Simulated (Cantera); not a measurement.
An isothermal, constant-pressure homogeneous reactor starts with 21.3 % H2, 78.7 % O2, equivalence ratio 0.14, at 1250 K and 10.00 Torr.

Cantera simulation using the H2/O2 subset of GRI-Mech 3.0, which has no nitrogen chemistry; the numbers are that mechanism's predictions, not measurements. Radical loss at walls, strong at low pressure, is not modelled. The temperature is held fixed by assumption; the heat of reaction is taken as removed at once.

x: mole fraction; the columns are a selection and need not sum to one.

| t (s) | x H2 | x O2 | x H | x OH | x H2O2 | x HO2 |
|---|---|---|---|---|---|---|
| 3.00e-6 | 0.213 | 0.787 | 1.11e-9 | 3.77e-11 | <1e-12 | 1.14e-9 |
| 1.54e-5 | 0.213 | 0.787 | 5.29e-9 | 7.75e-10 | 1.19e-12 | 5.88e-9 |
| 7.94e-5 | 0.213 | 0.787 | 3.72e-8 | 1.31e-8 | 3.13e-11 | 3.03e-8 |
| 0.000408 | 0.213 | 0.787 | 1.45e-5 | 5.93e-6 | 8.65e-10 | 1.92e-7 |
| 0.00210 | ? | 0.668 | ? | ? | ? | ? |
| 0.0108 | 0.00613 | 0.714 | 0.0265 | 0.00950 | 3.73e-7 | 8.59e-6 |
| 0.0556 | 0.000568 | 0.758 | 0.000660 | 0.00294 | 2.60e-7 | 4.55e-6 |
| 0.286 | 2.22e-5 | 0.762 | 5.15e-6 | 0.000587 | 5.36e-8 | 4.62e-7 |
| 1.47 | ? | 0.762 | ? | ? | ? | ? |
| 7.56 | 2.62e-7 | 0.762 | 6.87e-9 | 6.46e-5 | 2.18e-9 | 2.43e-8 |
| 38.9 | 8.58e-8 | 0.762 | 1.29e-9 | 3.70e-5 | 9.12e-10 | 3.10e-8 |
| 200 | 8.19e-8 | 0.762 | 1.21e-9 | 3.61e-5 | 8.83e-10 | 3.15e-8 |

What belongs in the gaps?


- 0.00210, x H2: 0.0101
- 0.00210, x H: 0.0664
- 0.00210, x OH: 0.0118
- 0.00210, x H2O2: 2.85e-7
- 0.00210, x HO2: 7.77e-6
- 1.47, x H2: 1.87e-6
- 1.47, x H: 1.29e-7
- 1.47, x OH: 0.000172
- 1.47, x H2O2: 1.03e-8
- 1.47, x HO2: 5.53e-8
